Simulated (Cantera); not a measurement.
## Ignition delay

Mixture: CH₄ : CO : O₂ : N₂ = 1 : 1.5 : 1.25 : 4.7 (molar parts), equivalence ratio 2.2, at 760 Torr, adiabatic and at constant volume. Ignition delay is the time to a rise of 400 K.

Detailed kinetics in Cantera: GRI-Mech 3.0 (53 species, 325 reactions).

```json
[
 {"T0 (K)": "1000", "delay (ms)": "4450"},
 {"T0 (K)": "1050", "delay (ms)": "1630"},
 {"T0 (K)": "1100", "delay (ms)": "641"},
 {"T0 (K)": "1150", "delay (ms)": "266"},
 {"T0 (K)": "1200", "delay (ms)": "116"},
 {"T0 (K)": "1250", "delay (ms)": "52.6"},
 {"T0 (K)": "1300", "delay (ms)": "24.8"},
 {"T0 (K)": "1350", "delay (ms)": "12.1"},
 {"T0 (K)": "1400", "delay (ms)": "6.15"}
]
```

- apparent activation energy between 1300 and 1400 K: 210 kJ/mol
